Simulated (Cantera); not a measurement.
A freely propagating, adiabatic, planar premixed flame of 3.38 % C3H8, 21.9 % O2, 74.7 % N2, unburnt at 375 K and 75.0 Torr; multicomponent+Soret transport, grid criteria slope 0.08 and curve 0.16, no radiation.

Model: GRI-Mech 3.0 (53 species, 325 reactions), integrated in Cantera. GRI-Mech 3.0 was tuned for natural gas; its chemistry of propane as a main component is partial and can be far from experiment. Burning velocities carry a grid error of a few per cent, more on coarse grids.

x: mole fraction of selected species; z is measured from the peak of heat release.

| z (mm) | T (K) | u (m/s) | x C3H8 | x O2 | x CH2CO | x C2H2 | x H2 | x NO2 |
|---|---|---|---|---|---|---|---|---|
| -7.61 | 375 | 0.916 | 0.0338 | 0.219 | <1e-8 | <1e-8 | 0.000237 | <1e-8 |
| -5.07 | 375 | 0.917 | 0.0338 | 0.219 | <1e-8 | 2.85e-8 | 0.000905 | <1e-8 |
| -3.80 | 378 | 0.924 | 0.0338 | 0.219 | … | 3.12e-7 | 0.00196 | <1e-8 |
| -2.54 | 402 | 0.987 | 0.0339 | 0.217 | … | 4.39e-6 | 0.00439 | <1e-8 |
| -1.27 | 692 | 1.73 | 0.0290 | 0.192 | … | 0.000104 | 0.0108 | <1e-8 |
| -0.634 | 1080 | 2.78 | 0.0126 | 0.153 | … | 0.000348 | 0.0156 | <1e-8 |
| 0 | 1467 | 3.86 | 0.000796 | 0.108 | … | 0.000602 | 0.0168 | <1e-8 |
| 0.634 | 1623 | 4.30 | 3.14e-6 | 0.0813 | … | 0.000137 | 0.0125 | <1e-8 |
| 1.27 | 1656 | 4.38 | <1e-8 | 0.0705 | … | 6.57e-6 | 0.00948 | <1e-8 |
| 2.54 | 1685 | 4.43 | <1e-8 | 0.0630 | … | <1e-8 | 0.00849 | <1e-8 |
| 5.07 | 1720 | 4.50 | <1e-8 | 0.0588 | <1e-8 | <1e-8 | 0.00887 | <1e-8 |
| 10.1 | 1765 | 4.60 | <1e-8 | 0.0570 | <1e-8 | <1e-8 | 0.00857 | <1e-8 |
| 20.3 | 1827 | 4.74 | <1e-8 | 0.0557 | <1e-8 | <1e-8 | 0.00759 | <1e-8 |

Problem. What belongs in the gaps?

Solution. 
- -3.80, x CH2CO: 8.32e-8
- -2.54, x CH2CO: 1.72e-6
- -1.27, x CH2CO: 9.56e-5
- -0.634, x CH2CO: 0.000504
- 0, x CH2CO: 0.000919
- 0.634, x CH2CO: 0.000275
- 1.27, x CH2CO: 2.45e-5
- 2.54, x CH2CO: 9.73e-8
